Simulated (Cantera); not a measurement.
Input (Python, Cantera) and output of one run.

```python
import numpy as np
import cantera as ct

gas_names = [...]  # 60 gases of nasa_gas.yaml made of H, N, O, S
cond_names = """
    H2O(s) H2O(L) H2SO4(L) S(cr1) S(cr2) S(L)
""".split()


# ... load() reads the species with a 1 bar reference pressure and builds the phases ...
atoms = {
    'H2S': {'H': 2, 'S': 1},
    'SO2': {'S': 1, 'O': 2},
    'N2': {'N': 2},
}
top_T = {}  # K; cautious upper limits of use, not melting points


# ... equilibrate(T, P, feed) seeds the gas with the atoms and calls Mixture.equilibrate('TP', solver="vcs", rtol=1e-11, max_steps=5000) ...
results = []
feed = {'H2S': 1, 'SO2': 0.027, 'N2': 9.2}  # mol
P = 10000  # Pa
for T in [3000, 3250, 3500, 3750, 4000, 4250, 4500, 4750, 5000]:
    mix = equilibrate(T, P, feed)
    results.append((T, P, feed, dict(zip(mix.species_names, mix.species_moles))))

top = {s: max(r[3][s] / sum(r[3][g] for g in gas_names) for r in results) for s in gas_names}
cols = sorted((s for s in top if top[s] > 1e-06), key=lambda s: -top[s])[:7]
seen = [c for c in cond_names if any(r[3].get(c, 0) > 1e-12 for r in results)]
print("log10 of partial pressures in bar; condensed amounts in mol")
print(f"{'T/K':>10s}" + "".join(f"{s[:9]:>10s}" for s in cols + seen))
for T, P, feed, n in results:
    ng = sum(n[g] for g in gas_names)
    print(f"{T:10.4g}" + "".join(f"{np.log10(max(n[s] / ng * P / 1e5, 1e-99)):10.3f}" for s in cols)
          + "".join(f"{n.get(c, 0):10.4g}" for c in seen))
```

Output:

```
log10 of partial pressures in bar; condensed amounts in mol
       T/K        N2         H         N         S        H2        S2        SH
      3000    -1.104    -2.027    -5.408    -2.179    -2.450    -3.164    -3.314
      3250    -1.115    -1.884    -4.767    -2.116    -2.781    -3.626    -3.614
      3500    -1.122    -1.824    -4.215    -2.093    -3.190    -4.082    -3.964
      3750    -1.125    -1.802    -3.735    -2.084    -3.606    -4.503    -4.311
      4000    -1.127    -1.795    -3.314    -2.082    -3.994    -4.881    -4.633
      4250    -1.131    -1.793    -2.943    -2.082    -4.347    -5.220    -4.925
      4500    -1.138    -1.795    -2.615    -2.084    -4.667    -5.526    -5.190
      4750    -1.150    -1.799    -2.323    -2.089    -4.960    -5.806    -5.435
      5000    -1.171    -1.808    -2.065    -2.098    -5.232    -6.067    -5.664
```

These are equilibrium values from Cantera (NASA tables, ideal gas, pure condensed phases), not measurements of a reactor.
